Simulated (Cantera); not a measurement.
Charge: 1 mol Si, 6.8 mol Cl2, 19 mol N2, at 1327 °C.

Method: chemical equilibrium by Gibbs-energy minimisation in Cantera with the NASA 1993 tables (ideal gas, pure condensed phases). Candidate condensed phases: Si, Si3N4; 13 gas species. The tables' values for SiCl3 are old estimates; treat these amounts as uncertain. The numbers say what is thermodynamically allowed, not how fast it happens.

x: gas mole fraction; nothing condenses.

```
P (Pa)   x N2    x Cl     x Cl2   x SiCl4   x SiCl2   x SiCl3    x SiCl
------  -----  ------  --------  --------  --------  --------  --------
1       0.604   0.364  0.000110  0.000909    0.0277   0.00320   3.04e-6
10      0.629   0.337       ___       ___       ___   0.00725   8.04e-8
100     0.646   0.312   0.00806    0.0325  0.000135   0.00133  1.73e-10
1000    0.673   0.243    0.0488    0.0352   2.41e-6  0.000186    <1e-12
10000   0.720     ___       ___    0.0378       ___   4.00e-5    <1e-12
100000  0.749  0.0449     0.167    0.0394   7.89e-9   1.12e-5    <1e-12
```

Task: What belongs in the gaps?

Result: 
- 10000, x Cl: 0.121
- 10000, x Cl2: 0.121
- 10000, x SiCl2: 1.04e-7
- 10, x Cl2: 0.000940
- 10, x SiCl4: 0.0191
- 10, x SiCl2: 0.00678
